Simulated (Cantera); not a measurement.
# Equilibrium for chlorosilane synthesis and conversion: SiCl4 + Cl2 + H2 + CH4

Input: 1 mol SiCl4, 1.7 mol Cl2, 2.8 mol H2, 0.45 mol CH4, equilibrated at 20300 Torr.

These are equilibrium values from Cantera (NASA tables, ideal gas, pure condensed phases), not measurements of a reactor. Candidate condensed phases: C, C6H6, C7H8, C8H18, Si, SiC; 109 gas species. The tables' values for SiCl3 are old estimates; treat these amounts as uncertain. Rates play no part.

From 773 K to 973 K nothing is condensed. From 1023 K to 1123 K the condensed part is C(graphite). The main Si-bearing gas is SiCl4 throughout.

| T (K) | x HCl | x H2 | x SiCl4 | x CH4 | n C(graphite) |
|---|---|---|---|---|---|
| 773 | 0.571 | 0.185 | 0.168 | 0.0756 | 0 |
| 823 | 0.571 | 0.185 | 0.168 | 0.0756 | 0 |
| 873 | 0.572 | 0.185 | 0.168 | 0.0756 | 0 |
| 923 | 0.572 | 0.185 | 0.168 | 0.0756 | 0 |
| 973 | 0.572 | 0.185 | 0.168 | 0.0756 | 0 |
| 1023 | 0.570 | 0.189 | 0.167 | 0.0727 | 0.0164 |
| 1073 | 0.562 | 0.215 | 0.164 | 0.0573 | 0.103 |
| 1123 | 0.556 | 0.236 | 0.162 | 0.0443 | 0.178 |
x: gas mole fraction; n: condensed amount in mol.
